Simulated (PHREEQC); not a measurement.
Dissolve 0.065 mol/kgw ZnSO4 and 7.7e-05 mol/kgw CuCl2 at 30 °C. Closed to the air; pH follows from the charge balance.

Equilibrium calculation in PHREEQC: ion-association model, wateq4f.dat.

```json
[
 {"quantity": "pH", "before": "5.50", "after": "5.56"},
 {"quantity": "ionic strength (mol/kgw)", "before": "0.132", "after": "0.0725"},
 {"quantity": "Cu+2 (mol/kgw)", "before": "4.55e-5", "after": "2.39e-5"},
 {"quantity": "CuOH+ (mol/kgw)", "before": "7.01e-8", "after": "4.76e-8"},
 {"quantity": "Cu(OH)2 (mol/kgw)", "before": "3.33e-8", "after": "2.80e-8"},
 {"quantity": "SI of Tenorite (CuO)", "before": "-1.22", "after": "-1.30"},
 {"quantity": "SI of Cu(OH)2 (Cu(OH)2)", "before": "-2.24", "after": "-2.32"}
]
```

Q: What was changed between the two runs?
(A) temperature from 30 to 85 °C
(B) temperature from 30 to 40 °C
(C) ZnSO4 replaced by CuSO4 at the same molality
(D) diluted 2-fold with water
(E) ZnSO4 left out

A: D, diluted 2-fold with water

This is a speciation only: nothing precipitates in the calculation.
